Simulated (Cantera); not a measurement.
Input: 1 mol SiH₂Cl₂, 0.24 mol C₃H₈, a varied amount of H₂, at 2150 K and 1.00 bar.

Cantera equilibrium calculation (NASA polynomials, part measured and part estimated; ideal gas, pure solids and liquids). Candidate condensed phases: C, C₆H₆, C₇H₈, C₈H₁₈, Si, SiC; 109 gas species. Mutual solubility and eutectic melting of coexisting phases are not modelled. The tables' values for SiCl₃, SiCl are old estimates; treat these amounts as uncertain. Gases not in the tables: Si₂H₆ and higher silanes. The numbers say what is thermodynamically allowed, not how fast it happens.

x: gas mole fraction; n: condensed amount in mol.

```tsv
n(H₂) (mol)	x H₂	x HCl	x SiCl₂	x H	x Cl	x SiCl₃	x SiCl	n SiC(s)	n Si(l)
11	0.872	0.103	0.0190	0.00394	0.000341	0.000296	0.000289	0.719	…
20	0.918	0.0665	0.00979	0.00404	0.000214	9.57e-5	0.000236	0.718	…
34	0.946	0.0449	0.00433	0.00410	0.000143	2.82e-5	0.000157	0.717	…
59	0.965	0.0286	0.00172	0.00414	8.97e-5	7.02e-6	9.90e-5	0.716	…
100	0.977	0.0179	0.000667	0.00417	5.60e-5	1.70e-6	6.17e-5	0.713	…
180	0.985	0.0104	0.000223	0.00418	3.23e-5	3.28e-7	3.57e-5	0.707	…
300	0.989	0.00638	8.35e-5	0.00419	1.98e-5	7.54e-8	2.18e-5	0.698	…
530	0.991	0.00367	2.60e-5	0.00420	1.14e-5	1.35e-8	1.18e-5	0.678	0
910	0.993	0.00216	6.59e-6	0.00420	6.69e-6	2.01e-9	5.10e-6	0.612	0
```

Task: Fill in the missing entries.

Result: 
- 11, n Si(l): 0
- 20, n Si(l): 0.0349
- 34, n Si(l): 0.0932
- 59, n Si(l): 0.134
- 100, n Si(l): 0.150
- 180, n Si(l): 0.136
- 300, n Si(l): 0.0882
